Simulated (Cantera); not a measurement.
Input: 1 mol SiCl₄, 0.03 mol CH₄, 480 mol H₂, at 2373.15 K and 0.00170 bar.

Equilibrium computed with Cantera from the NASA thermochemical tables; the gas is ideal and each condensed phase is pure. Candidate condensed phases: C, C₆H₆, C₇H₈, C₈H₁₈, Si, SiC; 109 gas species. Equilibrium is a limit: real reactors are often held back by kinetics, nucleation or transport.

Base state: H₂ 0.706, H 0.285, HCl 0.00550, Si 0.00175, Cl 0.00159, C₂H₂ (acetylene) 2.36e-5, SiH 1.96e-5 (mole fractions); condensed: gas only.

Problem. What changes in the equilibrium state with this change: temperature from 2373.15 K to 1523.15 K?

Solution. 
| species | before | after |
|---|---|---|
| H₂ | 0.706 | 0.991 |
| HCl | 0.00550 | 0.00788 |
| H | 0.285 | 0.000559 |
| SiCl₂ | 1.20e-7 | 0.000205 |
| C₂H₂ (acetylene) | 2.36e-5 | <1e-9 |
| Cl | 0.00159 | 3.57e-6 |
| Si(s), mol | 0 | 0.863 |
| SiC(s), mol | 0 | 0.0300 |
Mutual solubility and eutectic melting of coexisting phases are not modelled.
